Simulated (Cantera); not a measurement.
Input (Python, Cantera) and output of one run.

```python
import numpy as np
import cantera as ct

gas_names = [...]  # 169 gases of nasa_gas.yaml made of C, H, N, O
cond_names = """
    C(gr) C6H6(L) C7H8(L) C8H18(L),n-octa H2O(s) H2O(L)
""".split()


# ... load() reads the species with a 1 bar reference pressure and builds the phases ...
atoms = {
    'C6H6': {'C': 6, 'H': 6},
    'CO2': {'C': 1, 'O': 2},
    'N2': {'N': 2},
}
top_T = {'C(gr)': 4500}  # K; cautious upper limits of use, not melting points


# ... equilibrate(T, P, feed) seeds the gas with the atoms and calls Mixture.equilibrate('TP', solver="vcs", rtol=1e-11, max_steps=5000) ...
results = []
feed = {'C6H6': 1, 'CO2': 4.8, 'N2': 1.8}  # mol
P = 10  # Pa
for T in [2500, 2750, 3000, 3250, 3500, 3750, 4000, 4250, 4500, 4750, 5000]:
    mix = equilibrate(T, P, feed)
    results.append((T, P, feed, dict(zip(mix.species_names, mix.species_moles))))
    x = sorted(zip(gas.X, gas.species_names), reverse=True)
    print(f"T = {T:g} K  P = {P:g} Pa  gas = {mix.phase_moles(0):.4g} mol")
    print("   x: " + "  ".join(f"{s} {v:.3e}" for v, s in x if v > 0.0001))
    print("   condensed (mol): " + ("  ".join(f"{mix.phase(i).name} {mix.phase_moles(i):.4g}"
          for i in range(1, mix.n_phases) if mix.phase_moles(i) > 1e-12) or "none"))
```

Output:

```
T = 2500 K  P = 10 Pa  gas = 17.25 mol
   x: CO 5.564e-01  H 3.130e-01  N2 1.011e-01  H2 1.550e-02  C3 4.971e-03  CN 3.277e-03  HCN 2.804e-03  C 1.664e-03  C2 4.580e-04  HNC 3.283e-04  C2H 2.432e-04  C2H2,acetylene 1.677e-04
   condensed (mol): C(gr) 0.7715
T = 2750 K  P = 10 Pa  gas = 17.97 mol
   x: CO 5.341e-01  H 3.282e-01  N2 9.534e-02  C 1.558e-02  C3 1.186e-02  CN 8.656e-03  C2 2.778e-03  H2 2.301e-03  HCN 7.633e-04  C2H 1.823e-04  HNC 1.160e-04
   condensed (mol): none
T = 3000 K  P = 10 Pa  gas = 18.39 mol
   x: CO 5.222e-01  H 3.253e-01  N2 9.322e-02  C 4.483e-02  CN 8.801e-03  C2 2.480e-03  C3 2.159e-03  N 4.252e-04  H2 4.245e-04  HCN 1.113e-04
   condensed (mol): none
T = 3250 K  P = 10 Pa  gas = 18.56 mol
   x: CO 5.173e-01  H 3.231e-01  N2 9.365e-02  C 5.834e-02  CN 4.812e-03  N 1.889e-03  C2 6.368e-04  H2 1.013e-04
   condensed (mol): none
T = 3500 K  P = 10 Pa  gas = 18.64 mol
   x: CO 5.150e-01  H 3.218e-01  N2 9.201e-02  C 6.178e-02  N 6.720e-03  CN 2.402e-03  C2 1.417e-04  O 1.011e-04
   condensed (mol): none
T = 3750 K  P = 10 Pa  gas = 18.79 mol
   x: CO 5.096e-01  H 3.192e-01  N2 8.534e-02  C 6.371e-02  N 1.962e-02  CN 1.254e-03  O 1.205e-03
   condensed (mol): none
T = 4000 K  P = 10 Pa  gas = 19.23 mol
   x: CO 4.899e-01  H 3.121e-01  C 7.106e-02  N2 6.981e-02  N 4.690e-02  O 9.436e-03  CN 7.225e-04
   condensed (mol): none
T = 4250 K  P = 10 Pa  gas = 20.34 mol
   x: CO 4.305e-01  H 2.950e-01  C 9.985e-02  N 8.809e-02  N2 4.421e-02  O 4.149e-02  CN 4.935e-04  Electron 1.519e-04  C+ 1.489e-04
   condensed (mol): none
T = 4500 K  P = 10 Pa  gas = 22.41 mol
   x: CO 3.199e-01  H 2.677e-01  C 1.611e-01  N 1.229e-01  O 1.084e-01  N2 1.866e-02  Electron 4.846e-04  C+ 4.777e-04  CN 3.343e-04
   condensed (mol): none
T = 4750 K  P = 10 Pa  gas = 25.25 mol
   x: C 2.423e-01  H 2.376e-01  O 1.963e-01  CO 1.839e-01  N 1.315e-01  N2 5.421e-03  Electron 1.359e-03  C+ 1.347e-03  CN 1.837e-04
   condensed (mol): none
T = 5000 K  P = 10 Pa  gas = 27.88 mol
   x: C 3.063e-01  O 2.666e-01  H 2.152e-01  N 1.261e-01  CO 7.775e-02  Electron 3.232e-03  C+ 3.208e-03  N2 1.447e-03
   condensed (mol): none
```

Equilibrium computed with Cantera from the NASA thermochemical tables; the gas is ideal and each condensed phase is pure.
